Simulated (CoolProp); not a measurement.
A closed Brayton cycle with carbon dioxide: compressor inlet 318.15 K and 8.4 MPa, high pressure 20.4 MPa, turbine inlet 930 K, compressor efficiency 0.85, turbine efficiency 0.9, recuperator effectiveness 0.8 (on enthalpy, no pinch check). Each further row changes one setting.

Model: reference Helmholtz-energy equation of state, Span 1996, in CoolProp.

| case | thermal efficiency (%) | net work (kJ/kg) | compressor to turbine work | compressor exit (K) | turbine exit (K) |
|---|---|---|---|---|---|
| as stated | 30.1 | 95.1 | 0.29 | 384.8 | 815.3 |
| turbine inlet 880 K | 29.3 | 87.4 | 0.31 | 384.8 | 769.3 |
| compressor inlet 328.15 K | 29.4 | 87.8 | 0.34 | 403.5 | 815.3 |
| high pressure 17.3 MPa | 27.3 | 80.0 | 0.27 | 372.2 | 836.0 |
| recuperator effectiveness 0.5 | 20.4 | 95.1 | 0.29 | 384.8 | 815.3 |
